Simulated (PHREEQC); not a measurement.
# Nickel, zinc or cadmium bath: an equilibrium model

Make-up at 25 °C: 0.001 mol/kgw NiSO4 and 6.6e-05 mol/kgw FeSO4. Closed to the air; pH follows from the charge balance.

Equilibrium calculation in PHREEQC: ion-association model, wateq4f.dat.

This is a speciation only: nothing precipitates in the calculation.

Question: What pH, ionic strength does the model give?

Answer: pH 6.47; ionic strength 0.00384 mol/kgw.

Question: In which forms is Fe present?

Answer: Fe+2 91 %, FeSO4 9.2 % of the Fe.
